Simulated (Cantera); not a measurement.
# N2O furnace oxynitridation

A perfectly stirred reactor is fed with 87.0 % N₂O, 13.0 % H₂O, at 0.130 bar; it is held at 1223 K, and followed from long to short residence time.

Model: GRI-Mech 3.0 (53 species, 325 reactions), integrated in Cantera. GRI-Mech 3.0 was tuned for natural gas; its chemistry of N2O as a main component is partial and can be far from experiment. The mechanism lacks the step 2 NO + O2 → 2 NO2, which can matter for NO2 below about 1400 K. The temperature is held fixed by assumption; the heat of reaction is taken as removed at once.

```csv
τ (s),x N₂O,x H₂O,x NO,x OH,x O,x H₂O₂,x H
0.53,0.755,0.125,0.00632,5.02e-5,3.22e-6,3.15e-8,9.16e-9
0.21,0.820,0.128,0.00269,4.65e-5,3.38e-6,4.98e-8,9.83e-9
0.085,0.849,0.129,0.00111,4.21e-5,3.52e-6,8.07e-8,1.07e-8
0.034,0.861,0.130,0.000458,3.79e-5,3.61e-6,1.18e-7,1.12e-8
0.014,0.866,0.130,0.000200,3.37e-5,3.65e-6,1.47e-7,1.08e-8
0.0055,0.868,0.130,8.48e-5,2.86e-5,3.63e-6,1.46e-7,9.50e-9
0.0022,0.869,0.130,3.57e-5,2.21e-5,3.58e-6,8.95e-8,7.26e-9
0.00088,0.869,0.130,1.43e-5,1.38e-5,3.48e-6,2.12e-8,4.25e-9
0.00035,0.869,0.130,5.37e-6,6.47e-6,3.26e-6,1.74e-9,1.74e-9
0.00014,0.870,0.130,1.86e-6,2.43e-6,2.82e-6,1.05e-10,5.28e-10
```
x: mole fraction; the columns are a selection and need not sum to one.
